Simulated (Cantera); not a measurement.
An isothermal, constant-pressure homogeneous reactor starts with 90.1 % NH3, 9.91 % H2, at 1625 K and 100.0 Torr.

Detailed kinetics in Cantera: the gas-phase N/H chemistry of the illustrative SiF4/NH3 mechanism in the Surface Chemkin manual (1991). Walls and surfaces, which speed up NH3 decomposition in real reactors, are not modelled.

x: mole fraction; the columns are a selection and need not sum to one.

```json
[
 {"t (s)": "3.00e-6", "x NH3": "0.901", "x H2": "0.0991", "x NH2": "4.07e-8", "x H": "8.16e-9", "x N2": "<1e-12"},
 {"t (s)": "1.54e-5", "x NH3": "0.901", "x H2": "0.0991", "x NH2": "2.34e-7", "x H": "1.71e-8", "x N2": "<1e-12"},
 {"t (s)": "7.94e-5", "x NH3": "0.901", "x H2": "0.0991", "x NH2": "1.23e-6", "x H": "6.24e-8", "x N2": "<1e-12"},
 {"t (s)": "0.000408", "x NH3": "0.901", "x H2": "0.0991", "x NH2": "?", "x H": "?", "x N2": "7.86e-10"},
 {"t (s)": "0.00210", "x NH3": "0.901", "x H2": "0.0991", "x NH2": "3.24e-5", "x H": "1.48e-6", "x N2": "3.17e-7"},
 {"t (s)": "0.0108", "x NH3": "0.901", "x H2": "0.0993", "x NH2": "0.000127", "x H": "5.82e-6", "x N2": "4.80e-5"},
 {"t (s)": "0.0556", "x NH3": "0.898", "x H2": "0.101", "x NH2": "0.000146", "x H": "6.83e-6", "x N2": "0.000722"},
 {"t (s)": "0.286", "x NH3": "0.885", "x H2": "?", "x NH2": "0.000145", "x H": "?", "x N2": "?"},
 {"t (s)": "1.47", "x NH3": "0.821", "x H2": "0.158", "x NH2": "0.000137", "x H": "1.10e-5", "x N2": "0.0210"},
 {"t (s)": "7.56", "x NH3": "0.583", "x H2": "0.333", "x NH2": "0.000109", "x H": "2.59e-5", "x N2": "0.0835"},
 {"t (s)": "38.9", "x NH3": "0.182", "x H2": "0.629", "x NH2": "4.87e-5", "x H": "6.96e-5", "x N2": "0.189"},
 {"t (s)": "200", "x NH3": "0.0163", "x H2": "0.751", "x NH2": "7.37e-6", "x H": "0.000140", "x N2": "0.233"}
]
```

### Question
Some entries are withheld; supply them.

### Answer

- 0.000408, x NH2: 6.34e-6
- 0.000408, x H: 2.95e-7
- 0.286, x H2: 0.111
- 0.286, x H: 7.52e-6
- 0.286, x N2: 0.00422
